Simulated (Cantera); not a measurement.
Input (Python, Cantera) and output of one run.

```python
import numpy as np
import cantera as ct

gas_names = """
    H HO2 H2 H2O H2O2 H2S H2SO4 Mg MgH MgO MgOH MgO2H2 MgS Mg2 O OH O2 O3 S SH SO SO2 SO3 S2 S2O S8
""".split()
cond_names = """
    H2O(s) H2O(L) H2SO4(L) Mg(cr) Mg(L) MgO(s) MgO(L) MgO2H2(s) MgS(s) MgSO4(s) MgSO4(L) S(cr1) S(cr2)
    S(L)
""".split()


# ... load() reads the species with a 1 bar reference pressure and builds the phases ...
atoms = {
    'MgO': {'Mg': 1, 'O': 1},
    'SO2': {'S': 1, 'O': 2},
    'H2O': {'H': 2, 'O': 1},
}
top_T = {'MgS(s)': 2250}  # K; cautious upper limits of use, not melting points


# ... equilibrate(T, P, feed) seeds the gas with the atoms and calls Mixture.equilibrate('TP', solver="vcs", rtol=1e-11, max_steps=5000) ...
results = []
feed = {'MgO': 1, 'SO2': 0.52, 'H2O': 0.068}  # mol
T = 1700  # K
P = 300000  # Pa
mix = equilibrate(T, P, feed)
results.append((T, P, feed, dict(zip(mix.species_names, mix.species_moles))))
print(gas.report(threshold=1e-05))
for i in range(1, mix.n_phases):
    print(f"{mix.phase(i).name:16s} {mix.phase_moles(i):12.5e} mol")
```

It prints:

```
       temperature   1700 K
          pressure   3e+05 Pa
           density   1.2464 kg/m^3
  mean mol. weight   58.726 kg/kmol
   phase of matter   gas

                          1 kg             1 kmol
                     ---------------   ---------------
          enthalpy       -3.7184e+06       -2.1837e+08  J
   internal energy       -3.9591e+06        -2.325e+08  J
           entropy            5454.1         3.203e+05  J/K
    Gibbs function        -1.299e+07       -7.6288e+08  J
 heat capacity c_p            964.34             56632  J/K
 heat capacity c_v            822.76             48317  J/K

                      mass frac. Y      mole frac. X     chem. pot. / RT
                     ---------------   ---------------   ---------------
                H2        4.6434e-06        0.00013526           -26.785
               H2O          0.035423           0.11547            -44.95
                OH         1.264e-05        4.3646e-05           -31.557
                O2        5.3441e-05        9.8082e-05            -36.33
                SO         0.0002552        0.00031185           -36.994
               SO2           0.96394            0.8837            -55.16
               SO3        0.00031492        0.00023101           -73.325
     [  +19 minor]        9.1878e-07        2.0843e-06

Mg(L)             0.00000e+00 mol
MgO(s)            1.00000e+00 mol
MgS(s)            0.00000e+00 mol
MgSO4(L)          0.00000e+00 mol
S(L)              0.00000e+00 mol
```

Method: chemical equilibrium by Gibbs-energy minimisation in Cantera with the NASA 1993 tables (ideal gas, pure condensed phases).
